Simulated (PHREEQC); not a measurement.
1 kg of water holding 0.01 mol/kgw Na2CO3, 0.1 mol/kgw NaHCO3, 0.31 mol/kgw Na2SO4, 0.012 mol/kgw KCl and 0.2 mol/kgw NaCl is evaporated at 25 °C; the solids stay in contact with the brine. CO2 is held at log p = -3.4 (atm). Only these solids could form: Arcanite, Burkeite, Glaserite, Halite, Kalicinite, Mirabilite, Misenite, Nahcolite, Natron, Sylvite, Thenardite, Trona.

The series has 16 steps of water left (kg), from 1.001 to 0.05309.

Computed with PHREEQC (Pitzer model, pitzer.dat).

Q: Which solids form, in which order, and at which step of the series does each first stand?

A: Mirabilite from water left = 0.1657 kg (pH 9.68), last present at water left = 0.08766 kg; Thenardite from water left = 0.08766 kg (pH 9.76); Trona from water left = 0.05309 kg (pH 9.79).

Species that the database lacks are ignored.
